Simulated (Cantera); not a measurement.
**Stirred combustor or abatement burner**

A perfectly stirred reactor is fed with 11.2 % CH₄, 18.7 % O₂, 70.1 % N₂, at 760 Torr; it is adiabatic with a 348 K inlet, and is followed from long to short residence time, starting on the burning branch (τ in s: 0.026, 0.011, 0.0044, 0.0018, 0.00076, 0.00031, 0.00013, 5.4e-05, 2.2e-05, 9.3e-06).

Computed with Cantera and GRI-Mech 3.0 (53 species, 325 reactions).

| τ (s) | T (K) | x CH₄ | x O₂ | x CH₂ | x CH₂O | x NO |
|---|---|---|---|---|---|---|
| 0.026 | 2139 | 2.16e-5 | 0.000629 | 9.05e-7 | 2.15e-6 | 0.000362 |
| 0.011 | 2122 | 3.35e-5 | 0.00108 | 1.54e-6 | 3.59e-6 | 0.000364 |
| 0.0044 | 2096 | 5.72e-5 | 0.00186 | 2.62e-6 | 6.27e-6 | 0.000339 |
| 0.0018 | 2063 | 0.000105 | 0.00303 | 4.39e-6 | 1.12e-5 | 0.000289 |
| 0.00076 | 2024 | 0.000204 | 0.00471 | 7.41e-6 | 2.09e-5 | 0.000226 |
| 0.00031 | 1976 | 0.000464 | 0.00754 | 1.37e-5 | 4.44e-5 | 0.000158 |
| 0.00013 | 1905 | 0.00136 | 0.0140 | 2.92e-5 | 0.000116 | 8.66e-5 |
| 5.4e-5 | 348 | 0.112 | 0.187 | <1e-12 | <1e-12 | <1e-12 |
| 2.2e-5 | 348 | 0.112 | 0.187 | <1e-12 | <1e-12 | <1e-12 |
| 9.3e-6 | 348 | 0.112 | 0.187 | <1e-12 | <1e-12 | <1e-12 |
x: mole fraction; the columns are a selection and need not sum to one.
